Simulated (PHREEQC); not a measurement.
0.12 g of hydrous ferric oxide (600 m²/g; 0.2 weak and 0.005 strong sites per Fe, Dzombak-Morel constants, diffuse double layer) in 1 kg of water with 0.05 mol/kgw of an inert sodium salt and 0.25 mmol/kgw Na2SeO4, at 25 °C; the pH is set by adding NaOH or the inert anion's acid. O2 is buffered at 0.21 atm. No CO2 enters from the air. Nothing may precipitate in this run.

Model: ion-association model, wateq4f.dat, run in PHREEQC.

```json
[
 {"pH": "4", "Se sorbed (%)": "39.0", "surface charge σ (C/m²)": "0.095", "surface potential ψ (mV)": "102"},
 {"pH": "4.5", "Se sorbed (%)": "36.4", "surface charge σ (C/m²)": "0.090", "surface potential ψ (mV)": "100"},
 {"pH": "5", "Se sorbed (%)": "31.4", "surface charge σ (C/m²)": "0.081", "surface potential ψ (mV)": "95"},
 {"pH": "5.5", "Se sorbed (%)": "24.3", "surface charge σ (C/m²)": "0.069", "surface potential ψ (mV)": "87"},
 {"pH": "6", "Se sorbed (%)": "16.2", "surface charge σ (C/m²)": "0.057", "surface potential ψ (mV)": "77"},
 {"pH": "6.5", "Se sorbed (%)": "8.6", "surface charge σ (C/m²)": "0.044", "surface potential ψ (mV)": "66"},
 {"pH": "7", "Se sorbed (%)": "3.1", "surface charge σ (C/m²)": "0.030", "surface potential ψ (mV)": "51"},
 {"pH": "7.5", "Se sorbed (%)": "0.6", "surface charge σ (C/m²)": "0.016", "surface potential ψ (mV)": "30"},
 {"pH": "8", "Se sorbed (%)": "0.1", "surface charge σ (C/m²)": "0.003", "surface potential ψ (mV)": "5"},
 {"pH": "8.5", "Se sorbed (%)": "0.0", "surface charge σ (C/m²)": "-0.011", "surface potential ψ (mV)": "-20"},
 {"pH": "9", "Se sorbed (%)": "0.0", "surface charge σ (C/m²)": "-0.026", "surface potential ψ (mV)": "-45"},
 {"pH": "9.5", "Se sorbed (%)": "0.0", "surface charge σ (C/m²)": "-0.047", "surface potential ψ (mV)": "-68"},
 {"pH": "10", "Se sorbed (%)": "0.0", "surface charge σ (C/m²)": "-0.074", "surface potential ψ (mV)": "-90"}
]
```
